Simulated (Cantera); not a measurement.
## CF₄ + F₂ (fluorocarbon and chlorocarbon gases)

Charge: 1 mol CF₄, 0.037 mol F₂, at 0.0133 bar.

Cantera equilibrium calculation (NASA polynomials, part measured and part estimated; ideal gas, pure solids and liquids). Candidate condensed phases: C; 13 gas species. Gases not in the tables: C₂F₆ and larger saturated fluorocarbons. The numbers say what is thermodynamically allowed, not how fast it happens.

```csv
T (°C),x CF₄,x F,x CF₂,x CF,x C₃,x C,x CF₃,n C(graphite)
1675,0.920,0.0756,0.00299,6.80e-7,<1e-12,1.82e-12,0.00125,0
1775,0.865,0.111,0.0204,1.53e-5,<1e-12,1.48e-10,0.00412,0
1875,0.729,0.198,0.0646,0.000114,1.54e-11,2.80e-9,0.00856,0
1975,0.502,0.344,0.141,0.000523,6.39e-10,2.93e-8,0.0130,0
2075,0.236,0.517,0.231,0.00188,1.86e-8,2.48e-7,0.0139,0
2175,0.0655,0.631,0.288,0.00576,5.83e-7,1.98e-6,0.00985,0
2275,0.0132,0.669,0.297,0.0153,1.74e-5,1.45e-5,0.00531,0
2375,0.00255,0.689,0.270,0.0345,0.000326,8.51e-5,0.00260,0.0111
2475,0.000474,0.765,0.182,0.0498,0.00123,0.000277,0.00106,0.182
2575,8.48e-5,0.810,0.116,0.0671,0.00423,0.000828,0.000410,0.272
2675,1.48e-5,0.826,0.0713,0.0856,0.0133,0.00230,0.000152,0.215
2775,2.46e-6,0.822,0.0400,0.0972,0.0308,0.00552,5.22e-5,0
2875,4.06e-7,0.839,0.0196,0.0901,0.0349,0.0101,1.65e-5,0
2975,7.03e-8,0.848,0.00960,0.0807,0.0360,0.0172,5.33e-6,0
```
x: gas mole fraction; n: condensed amount in mol.

From 1675 °C to 2275 °C nothing is condensed. From 2375 °C to 2675 °C the condensed part is C(graphite). From 2775 °C to 2975 °C nothing is condensed. The main C-bearing gas is CF₄ at 1675 °C and C₃ at 2975 °C.
